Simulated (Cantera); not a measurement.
Mixture: CH4 : H2 : O2 : N2 = 1 : 0.088 : 2.62 : 9.85 (molar parts), equivalence ratio 0.78, at 1.58 atm, adiabatic and at constant pressure. Ignition delay is the time to a rise of 400 K.

Detailed kinetics in Cantera: GRI-Mech 3.0 (53 species, 325 reactions).

Task: What does this change do: pressure from 1.58 atm to 4.93 atm?

Result: 
```tsv
quantity	before	after
delay at 1225 K	8.14 ms	2.69 ms
delay at 1325 K	2.72 ms	1.02 ms
delay at 1425 K	0.987 ms	0.397 ms
delay at 1525 K	0.401 ms	0.165 ms
delay at 1625 K	0.185 ms	74.4 µs
delay at 1725 K	94.6 µs	36.7 µs
delay at 1825 K	52.8 µs	19.7 µs
apparent activation energy between 1625 and 1825 K	150 kJ/mol	160 kJ/mol
```

Task: What does this change do: pressure from 1.58 atm to 7.01 atm?

Result: 
```tsv
quantity	before	after
delay at 1225 K	8.14 ms	1.85 ms
delay at 1325 K	2.72 ms	0.728 ms
delay at 1425 K	0.987 ms	0.293 ms
delay at 1525 K	0.401 ms	0.124 ms
delay at 1625 K	0.185 ms	56.3 µs
delay at 1725 K	94.6 µs	27.7 µs
delay at 1825 K	52.8 µs	14.7 µs
apparent activation energy between 1625 and 1825 K	150 kJ/mol	170 kJ/mol
```
